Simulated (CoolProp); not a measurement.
Vapour-liquid equilibrium of cyclohexane (1) + dimethyl carbonate (2) at 316 kPa; x and y are mole fractions of (1).

Model: multi-fluid Helmholtz-energy mixture model, Zhou 2014 and Zhou 2011; pair parameters Bell 2016, in CoolProp.

Q: Give the bubble temperature and the first vapour's composition at x = 0.05, 0.575, 0.875. Is there an azeotrope?

A: x = 0.05: 399.3 K, y = 0.140; x = 0.575: 387.4 K, y = 0.582; x = 0.875: 390.5 K, y = 0.774. y crosses x between x = 0.575 and 0.65: the model has an azeotrope there.

The pair parameters rest on a limited set of measurements; away from them the model extrapolates.
